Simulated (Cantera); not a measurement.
Input (Python, Cantera):

```python
import numpy as np
import cantera as ct

gas = ct.Solution("gri30.yaml")
gas.TPX = 898, 26000, {'CO': 0.0025, 'O2': 0.054, 'H2O': 0.058, 'N2': 1}
inlet = ct.Reservoir(gas, clone=True)

reactor = ct.IdealGasConstPressureReactor(gas, energy="off", clone=False)
exhaust = ct.Reservoir(gas, clone=True)
tau = [28, 7.3, 1.9, 0.52, 0.14, 0.037, 0.0097, 0.0026, 0.00069][0]
for a, b in ((inlet, reactor), (reactor, exhaust)):
    ct.MassFlowController(a, b, mdot=lambda t: reactor.mass / tau)
net = ct.ReactorNet([reactor])
show = ['CO', 'O2', 'H2O', 'H', 'HO2', 'OH', 'N2O']

rows = []
print(f"{'tau/s':>10s}{'T/K':>9s}" + "".join(f"{s:>11s}" for s in show))
for tau in [28, 7.3, 1.9, 0.52, 0.14, 0.037, 0.0097, 0.0026, 0.00069]:
    net.initial_time = 0.0
    net.advance(30 * tau)
    before = gas.X
    net.advance(40 * tau)
    drift = np.max(np.abs(gas.X - before) / (gas.X + 1e-9))
    rows.append([gas.T, *gas[show].X, drift])
    print(f"{tau:10.3e}{gas.T:9.1f}" + "".join(f"{x:11.3e}" for x in gas[show].X))
```

It prints:

```
     tau/s      T/K         CO         O2        H2O          H        HO2         OH        N2O
 2.800e+01    898.0  6.895e-04  4.771e-02  5.208e-02  6.381e-09  1.397e-06  1.173e-07  9.801e-09
 7.300e+00    898.0  1.323e-03  4.801e-02  5.205e-02  1.403e-08  2.033e-06  1.383e-07  4.850e-09
 1.900e+00    898.0  1.892e-03  4.829e-02  5.204e-02  1.993e-08  2.377e-06  1.410e-07  1.684e-09
 5.200e-01    898.0  2.149e-03  4.841e-02  5.204e-02  1.930e-08  2.299e-06  1.217e-07  4.594e-10
 1.400e-01    898.0  2.225e-03  4.844e-02  5.204e-02  1.358e-08  1.782e-06  8.190e-08  9.736e-11
 3.700e-02    898.0  2.241e-03  4.845e-02  5.204e-02  6.273e-09  7.356e-07  3.646e-08  1.442e-11
 9.700e-03    898.0  2.243e-03  4.845e-02  5.204e-02  1.798e-12  8.703e-11  1.030e-11  1.352e-15
 2.600e-03    898.0  2.243e-03  4.845e-02  5.204e-02  2.466e-13  3.282e-12  1.459e-12  6.699e-17
 6.900e-04    898.0  2.243e-03  4.845e-02  5.204e-02  3.196e-14  1.227e-13  2.116e-13  4.709e-18
```

Detailed kinetics in Cantera: GRI-Mech 3.0 (53 species, 325 reactions).
